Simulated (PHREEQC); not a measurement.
PHREEQC input (ion-association model, wateq4f.dat):

```
SOLUTION 1
  temp 20
  units mol/kgw
  pH 7 charge
END
SELECTED_OUTPUT 1
  -reset false
  -pH true
  -pe true
  -ionic_strength true
  -water true
  -totals C Ca S C(-4) C(4) S(-2) S(6)
  -molalities H+ CO3-2 Ca+2 SO4-2 CaSO4 CO2 HCO3- CaOH+ CaHCO3+ CaCO3
    HSO4- H2S HS- S-2 O2 OH- CaHSO4+
  -equilibrium_phases Gypsum Calcite Portlandite
PRINT
  -reset false
USE solution 1
EQUILIBRIUM_PHASES 1
  Gypsum 0 0.5
  Calcite 0 0
  Portlandite 0 0
  O2(g) -0.68 10
  CO2(g) -5 10
END
# ... the last block is repeated for the other 10 points of log pCO2 (atm)
```

Selected output (columns that matter, 11 of 11 rows; log pCO2 (atm) added in front):

```
log pCO2 (atm)	pH	mu	C	Ca	S	m_H+	m_Ca+2	m_SO4-2	m_CaSO4	m_CO2	m_OH-	Gypsum
-5	6.4523	0.041505	9.7019e-07	0.015325	0.015325	4.0931e-07	0.010376	0.010376	0.0049486	3.8813e-07	2.3306e-08	0.48467
-4.5	6.209	0.041506	2.278e-06	0.015325	0.015325	7.168e-07	0.010376	0.010376	0.0049486	1.2274e-06	1.3308e-08	0.48467
-4	5.9612	0.041507	5.7586e-06	0.015325	0.015325	1.2683e-06	0.010377	0.010376	0.0049486	3.8813e-06	7.5215e-09	0.48467
-3.5	5.7119	0.041509	1.5617e-05	0.015326	0.015326	2.2516e-06	0.010377	0.010376	0.0049486	1.2274e-05	4.2367e-09	0.48467
-3	5.4621	0.041513	4.4762e-05	0.015326	0.015326	4.0017e-06	0.010377	0.010376	0.0049486	3.8813e-05	2.3838e-09	0.48467
-2.5	5.2122	0.041519	0.00013332	0.015328	0.015328	7.1149e-06	0.010378	0.010376	0.0049486	0.00012274	1.3408e-09	0.48466
-2	4.9622	0.04153	0.00040695	0.01533	0.01533	1.2652e-05	0.01038	0.010376	0.0049486	0.00038813	7.5403e-10	0.48466
-1.5	4.7122	0.041551	0.0012608	0.015335	0.015335	2.2499e-05	0.010384	0.010375	0.0049488	0.0012274	4.2403e-10	0.48466
-1	4.4622	0.041589	0.0039408	0.015344	0.015344	4.0012e-05	0.01039	0.010375	0.0049492	0.0038813	2.3845e-10	0.48465
-0.5	4.2122	0.04166	0.012379	0.01536	0.01536	7.1159e-05	0.010402	0.010375	0.0049505	0.012273	1.3409e-10	0.48463
0	3.9623	0.041797	0.038999	0.015395	0.015395	0.00012655	0.010426	0.010378	0.0049549	0.038811	7.5395e-11	0.4846
```
